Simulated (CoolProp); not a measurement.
Aqueous ethylene glycol as a coolant, 17 % by mass, freezing at -6.4 °C, 1 atm.

The numbers come from the Melinder's fits for secondary coolants in CoolProp.

```
T (°C)  density (kg/m³)  Prandtl number  viscosity (mPa s)  cp (kJ/(kg K))
------  ---------------  --------------  -----------------  --------------
-0.2               1024            23.1               2.92           3.916
5                  1024            19.0                ___           3.923
10.2               1022            15.8               2.05           3.930
15.4               1021            13.4               1.75           3.937
20.6               1020            11.4               1.51           3.945
25.8                ___            9.84               1.31           3.952
31                  ___            8.57                ___           3.960
36.2               1014            7.54               1.02           3.968
```

Problem. Some entries are withheld; supply them.

Solution. 
- 5, viscosity (mPa s): 2.43
- 25.8, density (kg/m³): 1018
- 31, density (kg/m³): 1016
- 31, viscosity (mPa s): 1.15
